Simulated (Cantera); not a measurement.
**Diamond growth**

A diamond (100) surface in a fixed gas of H2 with x(CH4) = 0.0047, x(H) = 0.013, x(CH3) = 0.00036, at 1398 K; coverages are run to steady state.

Detailed kinetics in Cantera: the Harris–Goodwin 1993 mechanism for the reconstructed diamond (100) surface.

```json
[
 {"P (Pa)": "710", "growth (µm/h)": "0.380", "θ c6HH": "0.331", "θ c6H*": "0.0595", "θ c6*H": "0.546", "θ c6**": "0.0630", "θ c6HM": "1.78e-5"},
 {"P (Pa)": "1100", "growth (µm/h)": "0.702", "θ c6HH": "0.331", "θ c6H*": "0.0595", "θ c6*H": "0.546", "θ c6**": "0.0630", "θ c6HM": "2.90e-5"},
 {"P (Pa)": "1600", "growth (µm/h)": "1.16", "θ c6HH": "0.331", "θ c6H*": "0.0595", "θ c6*H": "0.546", "θ c6**": "0.0629", "θ c6HM": "4.35e-5"},
 {"P (Pa)": "2400", "growth (µm/h)": "1.95", "θ c6HH": "0.331", "θ c6H*": "0.0595", "θ c6*H": "0.546", "θ c6**": "0.0629", "θ c6HM": "6.69e-5"},
 {"P (Pa)": "3600", "growth (µm/h)": "3.25", "θ c6HH": "0.331", "θ c6H*": "0.0595", "θ c6*H": "0.546", "θ c6**": "0.0629", "θ c6HM": "0.000102"},
 {"P (Pa)": "5300", "growth (µm/h)": "5.30", "θ c6HH": "0.331", "θ c6H*": "0.0596", "θ c6*H": "0.545", "θ c6**": "0.0629", "θ c6HM": "0.000150"},
 {"P (Pa)": "8000", "growth (µm/h)": "8.99", "θ c6HH": "0.331", "θ c6H*": "0.0596", "θ c6*H": "0.545", "θ c6**": "0.0629", "θ c6HM": "0.000225"},
 {"P (Pa)": "12000", "growth (µm/h)": "15.4", "θ c6HH": "0.331", "θ c6H*": "0.0597", "θ c6*H": "0.545", "θ c6**": "0.0629", "θ c6HM": "0.000331"}
]
```
θ: site fractions in the mechanism's names (c6HH fully hydrogenated, c6H* and c6*H radical sites, c6** diradical, c6HM methylated).
